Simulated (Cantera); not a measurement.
Charge: 1 mol CHF3, 9.6 mol H2, at 12.8 Torr.

These are equilibrium values from Cantera (NASA tables, ideal gas, pure condensed phases), not measurements of a reactor. Candidate condensed phases: C, C6H6, C7H8, C8H18; 95 gas species. Rates play no part.

Problem. What share of the C ends up in condensed phases as a function of T (K), at 1523, 1598, 1673, 1748, 1823, 1898, 1973, 2048, 2123, 2198, 2273?

Solution. 
```tsv
T (K)	C condensed (%)	as
1523	100.0	C(graphite)
1598	99.9	C(graphite)
1673	99.9	C(graphite)
1748	99.8	C(graphite)
1823	99.6	C(graphite)
1898	99.3	C(graphite)
1973	98.9	C(graphite)
2048	98.2	C(graphite)
2123	97.2	C(graphite)
2198	95.7	C(graphite)
2273	93.7	C(graphite)
```
